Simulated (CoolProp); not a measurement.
1,2-dichloroethane along the isobar 3.03 MPa: Z from the reference equation and from simpler models built on Tc = 561.6 K, pc = 5.226 MPa, ω = 0.269; each cubic takes its own stable root.

Computed with CoolProp (reference Helmholtz-energy equation of state, Thol 2015).

```tsv
T (K)	phase	reference
280.6	liquid	0.1010
287.2	liquid	0.09935
293.8	liquid	0.09784
300.4	liquid	0.09641
307	liquid	0.09506
313.6	liquid	0.09379
320.2	liquid	0.09258
326.8	liquid	0.09144
333.4	liquid	0.09037
340	liquid	0.08936
346.6	liquid	0.08841
353.2	liquid	0.08751
359.8	liquid	0.08668
366.5	liquid	0.08588
373.1	liquid	0.08516
379.7	liquid	0.08448
```

Task: How far does each simpler model (van der Waals, Redlich-Kwong) lie from the reference over these 16 states: mean and median of the absolute difference, and the worst?

Result: 
- van der Waals: mean 72.7 %, median 72.6 %, worst +73.8 % at 280.6 K and 3.03 MPa
- Redlich-Kwong: mean 17.8 %, median 17.7 %, worst +18.5 % at 379.7 K and 3.03 MPa
